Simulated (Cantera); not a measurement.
A closed system holds: 1 mol BF3, 1.4 mol H2O, held at 1823 K.

These are equilibrium values from Cantera (NASA tables, ideal gas, pure condensed phases), not measurements of a reactor. Candidate condensed phases: B, B2O3, B3O3H3, H2O; 43 gas species. Kinetics and transport are ignored.

Problem. At 1.65 Torr, list the 4 most abundant gas species with their mole fractions, and the condensed phases.

Solution. HF 0.603, BOF 0.275, H2O 0.0966, HBO2 0.0170. Condensed: gas only.
